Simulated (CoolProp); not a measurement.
Properties of oxygen at several states.

The numbers come from the reference Helmholtz-energy equation of state, Schmidt 1985 in CoolProp. Above 300 K oxygen's equation is extrapolated.

| T (°C) | p (bar) | phase | cp (kJ/(kg K)) | expansivity (1/kK) | viscosity (µPa s) | conductivity (mW/(m K)) |
|---|---|---|---|---|---|---|
| 428.45 | 0.212 | gas | 1.031 | 1.425 | 38.7 | 54.0 |
| 270.25 | 121 | supercritical | 1.028 | 1.900 | 34.2 | 46.9 |
| 311.65 | 185 | supercritical | 1.050 | 1.748 | 36.7 | 50.9 |
| 566.65 | 0.913 | gas | 1.063 | 1.191 | 43.7 | 62.4 |
| 674.85 | 71.2 | supercritical | 1.089 | 1.047 | 48.1 | 69.6 |

Viscosity comes from a separate model (Lemmon 2004). Thermal conductivity comes from a separate model (Lemmon 2004).
